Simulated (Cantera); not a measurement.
**Stirred combustor or abatement burner**

A perfectly stirred reactor is fed with CO : H2 : O2 : N2 = 1 : 1.1 : 0.656 : 2.47 (molar parts), equivalence ratio 1.6, at 0.450 bar; it is adiabatic with a 750 K inlet, and is followed from long to short residence time, starting on the burning branch (τ in s: 0.17, 0.079, 0.037, 0.018, 0.0084, 0.004, 0.0019, 0.00089, 0.00042, 0.0002, 9.4e-05).

Model: GRI-Mech 3.0 (53 species, 325 reactions), integrated in Cantera.

```json
[
 {"τ (s)": "0.17", "T (K)": "2483", "x CO": "0.130", "x H2": "0.0452", "x O2": "0.00149", "x NO2": "6.52e-8", "x HO2": "3.84e-7", "x OH": "0.00708", "x N2O": "4.22e-8"},
 {"τ (s)": "0.079", "T (K)": "2471", "x CO": "0.130", "x H2": "0.0454", "x O2": "0.00173", "x NO2": "6.12e-8", "x HO2": "4.26e-7", "x OH": "0.00755", "x N2O": "3.94e-8"},
 {"τ (s)": "0.037", "T (K)": "2449", "x CO": "0.130", "x H2": "0.0457", "x O2": "0.00220", "x NO2": "5.30e-8", "x HO2": "5.03e-7", "x OH": "0.00838", "x N2O": "3.49e-8"},
 {"τ (s)": "0.018", "T (K)": "2411", "x CO": "0.130", "x H2": "0.0462", "x O2": "0.00302", "x NO2": "3.97e-8", "x HO2": "6.21e-7", "x OH": "0.00959", "x N2O": "2.91e-8"},
 {"τ (s)": "0.0084", "T (K)": "2347", "x CO": "0.131", "x H2": "0.0472", "x O2": "0.00448", "x NO2": "2.22e-8", "x HO2": "8.06e-7", "x OH": "0.0112", "x N2O": "2.30e-8"},
 {"τ (s)": "0.0040", "T (K)": "2255", "x CO": "0.131", "x H2": "0.0485", "x O2": "0.00649", "x NO2": "9.61e-9", "x HO2": "1.08e-6", "x OH": "0.0127", "x N2O": "1.87e-8"},
 {"τ (s)": "0.0019", "T (K)": "2138", "x CO": "0.130", "x H2": "0.0500", "x O2": "0.00894", "x NO2": "3.97e-9", "x HO2": "1.49e-6", "x OH": "0.0135", "x N2O": "1.65e-8"},
 {"τ (s)": "0.00089", "T (K)": "1999", "x CO": "0.129", "x H2": "0.0511", "x O2": "0.0116", "x NO2": "2.09e-9", "x HO2": "2.10e-6", "x OH": "0.0133", "x N2O": "1.57e-8"},
 {"τ (s)": "0.00042", "T (K)": "1848", "x CO": "0.126", "x H2": "0.0514", "x O2": "0.0144", "x NO2": "1.40e-9", "x HO2": "2.95e-6", "x OH": "0.0122", "x N2O": "1.52e-8"},
 {"τ (s)": "0.00020", "T (K)": "1693", "x CO": "0.125", "x H2": "0.0509", "x O2": "0.0177", "x NO2": "9.64e-10", "x HO2": "4.21e-6", "x OH": "0.0103", "x N2O": "1.48e-8"},
 {"τ (s)": "9.4e-5", "T (K)": "1532", "x CO": "0.131", "x H2": "0.0504", "x O2": "0.0240", "x NO2": "6.00e-10", "x HO2": "6.81e-6", "x OH": "0.00808", "x N2O": "1.47e-8"}
]
```
x: mole fraction; the columns are a selection and need not sum to one.
